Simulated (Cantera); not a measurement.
Input (Python, Cantera) and output of one run.

```python
import numpy as np
import cantera as ct

gas_names = """
    Ba BaF BaF2 BaOH BaO2H2 F FO FO2 F2 F2O H HF HOF HO2 H2 H2F2 H2O H2O2 H3F3 H4F4 H5F5 H6F6 H7F7 O OH
    O2 O3
""".split()
cond_names = """
    Ba(cr) Ba(L) BaF2(a) BaF2(b,c) BaF2(L) BaO(s) BaO(L) BaO2H2(s) BaO2H2(L) H2O(s) H2O(L)
""".split()


def load(file, names, dense=False):
    # The tables refer to 1 bar. Condensed volumes are neglected.
    table = {s.name: s for s in ct.Species.list_from_file(file)}
    out = []
    for n in names:
        d = dict(table[n].input_data)
        d["thermo"] = dict(d["thermo"], **{"reference-pressure": 1e5})
        if dense:
            d["equation-of-state"] = {"model": "constant-volume", "density": "1e6 g/cm^3"}
        out.append(ct.Species.from_dict(d))
    return out


gas = ct.Solution(thermo="ideal-gas", species=load("nasa_gas.yaml", gas_names))
cond = {s.name: ct.Solution(thermo="fixed-stoichiometry", species=[s], name=s.name)
        for s in load("nasa_condensed.yaml", cond_names, dense=True)}
atoms = {
    'BaF2': {'Ba': 1, 'F': 2},
    'H2O': {'H': 2, 'O': 1},
    'H2': {'H': 2},
}
top_T = {}  # K; cautious upper limits of use, not melting points


def equilibrate(T, P, feed):
    n = {}
    for name, mol in feed.items():
        for a, k in atoms[name].items():
            n[a] = n.get(a, 0.0) + k * mol
    gas.TPX = T, P, n
    mass = sum(n.values()) * gas.mean_molecular_weight
    gas.equilibrate("TP")
    valid = [c for c in cond.values() if c.min_temp <= T <= top_T.get(c.name, c.max_temp)]
    mix = ct.Mixture([(gas, mass / gas.mean_molecular_weight)] + [(c, 0.0) for c in valid])
    mix.T, mix.P = T, P
    mix.equilibrate("TP", solver="vcs", rtol=1e-11, max_steps=5000)
    return mix


results = []
feed = {'BaF2': 1, 'H2O': 1.4, 'H2': 0.86}  # mol
T = 1773  # K
P = 10000  # Pa
mix = equilibrate(T, P, feed)
results.append((T, P, feed, dict(zip(mix.species_names, mix.species_moles))))
print(gas.report(threshold=0.0001))
for i in range(1, mix.n_phases):
    print(f"{mix.phase(i).name:16s} {mix.phase_moles(i):12.5e} mol")
```

It prints:

```
       temperature   1773 K
          pressure   10000 Pa
           density   0.010855 kg/m^3
  mean mol. weight   16.002 kg/kmol
   phase of matter   gas

                          1 kg             1 kmol
                     ---------------   ---------------
          enthalpy       -6.8837e+06       -1.1015e+08  J
   internal energy        -7.805e+06       -1.2489e+08  J
           entropy             16304        2.6089e+05  J/K
    Gibbs function        -3.579e+07       -5.7271e+08  J
 heat capacity c_p              2737             43797  J/K
 heat capacity c_v            2217.4             35482  J/K

                      mass frac. Y      mole frac. X     chem. pot. / RT
                     ---------------   ---------------   ---------------
               BaF         0.0039163        0.00040088           -65.775
              BaF2           0.21795          0.019893           -103.44
              BaOH         0.0010321        0.00010701           -63.105
            BaO2H2          0.044552         0.0041608           -98.101
                 H        3.4372e-05        0.00054565           -11.203
                HF          0.028115          0.022487           -48.868
                H2           0.04635            0.3679           -22.406
               H2O           0.65799           0.58446           -46.199
     [  +19 minor]        5.9626e-05        5.4115e-05

Ba(L)             0.00000e+00 mol
BaF2(L)           9.26846e-01 mol
BaO(s)            1.58162e-02 mol
BaO2H2(L)         0.00000e+00 mol
```

Method: chemical equilibrium by Gibbs-energy minimisation in Cantera with the NASA 1993 tables (ideal gas, pure condensed phases). Mutual solubility and eutectic melting of coexisting phases are not modelled.
